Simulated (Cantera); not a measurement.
A perfectly stirred reactor is fed with H2 : O2 : N2 = 1.1 : 1 : 1.4 (molar parts), equivalence ratio 0.55, at 0.180 bar; it is held at 975 K, and followed from long to short residence time.

Detailed kinetics in Cantera: the H2/O2 subset of GRI-Mech 3.0, which has no nitrogen chemistry. The temperature is held fixed by assumption; the heat of reaction is taken as removed at once.

Task: What does this change do: temperature 975 to 1323 K?

Result: 
| quantity | before | after |
|---|---|---|
| x(H2) at τ = 0.990 s | 0.00587 | 0.000244 |
| x(O2) at τ = 0.990 s | 0.155 | 0.152 |
| x(OH) at τ = 0.990 s | 2.35e-5 | 0.000770 |
| x(H2O2) at τ = 0.990 s | 2.39e-5 | 5.02e-7 |
| x(O) at τ = 0.990 s | 1.95e-5 | 0.000111 |
| x(H2) at τ = 28.0 ms | 0.0200 | 0.00254 |
| x(O2) at τ = 28.0 ms | 0.161 | 0.152 |
| x(OH) at τ = 28.0 ms | 0.000233 | 0.00257 |
| x(H2O2) at τ = 28.0 ms | 5.73e-6 | 1.88e-6 |
| x(O) at τ = 28.0 ms | 0.000255 | 0.00125 |

Task: What does this change do: H2 1.1 to 5.2 parts?

Result: 
| quantity | before | after |
|---|---|---|
| x(H2) at τ = 0.990 s | 0.00587 | 0.485 |
| x(O2) at τ = 0.990 s | 0.155 | 0.000592 |
| x(OH) at τ = 0.990 s | 2.35e-5 | 1.96e-6 |
| x(H2O2) at τ = 0.990 s | 2.39e-5 | 2.17e-9 |
| x(O) at τ = 0.990 s | 1.95e-5 | 4.33e-7 |
| x(H2) at τ = 28.0 ms | 0.0200 | 0.484 |
| x(O2) at τ = 28.0 ms | 0.161 | 0.00360 |
| x(OH) at τ = 28.0 ms | 0.000233 | 1.77e-5 |
| x(H2O2) at τ = 28.0 ms | 5.73e-6 | 3.21e-9 |
| x(O) at τ = 28.0 ms | 0.000255 | 1.52e-5 |
